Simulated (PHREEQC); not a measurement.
A column of 0.2 m (40 cells, dispersivity 0.01 m, 720 s a shift, diffusion coefficient 3e-10 m²/s) holds 0.0025 eq of the database's cation exchanger X per kg of pore water, first in equilibrium with 0.0024 mol/kgw BaCl2 and 1e-05 mol/kgw HCl. It is flushed with 0.0019 mol/kgw MgCl2 and 1e-05 mol/kgw HCl, at 25 °C. Values are for the last cell. CO2 from the air is kept out. Precipitation was switched off in this run.

Base run: PHREEQC, ion-association model, phreeqc.dat. Each further column changes one thing. The table gives MgX2 on the exchanger (mol/kgw).

```tsv
pore volumes	base	exchange capacity from 0.0025 to 0.0013 eq/kgw	dispersivity from 0.01 to 0.02 m
0	0	0	0
0.5125	1.13e-6	1.65e-6	1.07e-5
1.012	0.000118	0.000108	(withheld)
1.512	0.000424	0.000332	0.000453
2.013	0.000729	0.000507	(withheld)
2.513	0.000953	0.000597	0.000897
3.013	0.00110	0.000633	0.00103
3.513	0.00118	0.000645	(withheld)
4.013	0.00122	0.000649	0.00117
```

Task: Fill in the missing entries.

Result: 
- 1.012, dispersivity from 0.01 to 0.02 m: 0.000179
- 2.013, dispersivity from 0.01 to 0.02 m: 0.000705
- 3.513, dispersivity from 0.01 to 0.02 m: 0.00112
